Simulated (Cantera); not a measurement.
**Equilibrium for silicon oxide and oxynitride deposition: HMDSO + O₂ + N₂O**

Charge: 1 mol HMDSO, a varied amount of O₂, 13 mol N₂O, at 302 °C and 0.000730 bar.

These are equilibrium values from Cantera (NASA tables, ideal gas, pure condensed phases), not measurements of a reactor. Candidate condensed phases: C, C₆H₆, C₇H₈, C₈H₁₈, H₂O, Si, SiC, SiO₂, Si₂N₂O, Si₃N₄; 151 gas species. The feed counts by its element totals alone. Rates play no part.

```tsv
n(O₂) (mol)	log p N₂	log p H₂O	log p O₂	log p CO₂	log p H₂	n SiO₂(α-quartz)
2.7	-3.47	-4.01	<-15	-3.82	-3.87	2.00
3.2	-3.47	-3.92	<-15	-3.82	-3.94	2.00
3.6	-3.47	-3.86	<-15	-3.81	-4.02	2.00
4.2	-3.47	-3.77	<-15	-3.81	-4.18	2.00
4.8	-3.47	-3.70	<-15	-3.81	-4.45	2.00
5.6	-3.47	-3.63	-5.59	-3.81	<-15	2.00
6.4	-3.48	-3.64	-4.64	-3.82	<-15	2.00
7.4	-3.50	-3.66	-4.33	-3.83	<-15	2.00
8.5	-3.51	-3.67	-4.15	-3.85	<-15	2.00
9.8	-3.53	-3.69	-4.01	-3.87	<-15	2.00
11	-3.55	-3.71	-3.92	-3.88	<-15	2.00
13	-3.57	-3.73	-3.81	-3.91	<-15	2.00
15	-3.60	-3.76	-3.73	-3.93	<-15	2.00
```
log p: log10 of the partial pressure in bar; n: condensed amount in mol.

From 2.7 mol O₂ to 15 mol O₂ the condensed part is SiO₂(α-quartz).
